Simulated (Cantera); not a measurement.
Input: 1 mol CH3SiCl3, 0.42 mol C2H4, 1 mol H2, equilibrated at 2248.15 K.

Method: chemical equilibrium by Gibbs-energy minimisation in Cantera with the NASA 1993 tables (ideal gas, pure condensed phases). Candidate condensed phases: C, C6H6, C7H8, C8H18, Si, SiC; 109 gas species. The feed counts by its element totals alone. Gases not in the tables: Si2H6 and higher silanes. Equilibrium is a limit: real reactors are often held back by kinetics, nucleation or transport.

Task: What share of the Si ends up in condensed phases as a function of P (Pa), at 100, 220, 460, 1000, 2200, 4600, 10000, 22000, 46000, 100000?

Result: 
| P (Pa) | Si condensed (%) | as |
|---|---|---|
| 100 | 3.8 | SiC(s) |
| 220 | 35.0 | SiC(s) |
| 460 | 46.7 | SiC(s) |
| 1000 | 51.9 | SiC(s) |
| 2200 | 54.1 | SiC(s) |
| 4600 | 54.9 | SiC(s) |
| 10000 | 55.2 | SiC(s) |
| 22000 | 55.2 | SiC(s) |
| 46000 | 55.1 | SiC(s) |
| 100000 | 54.8 | SiC(s) |
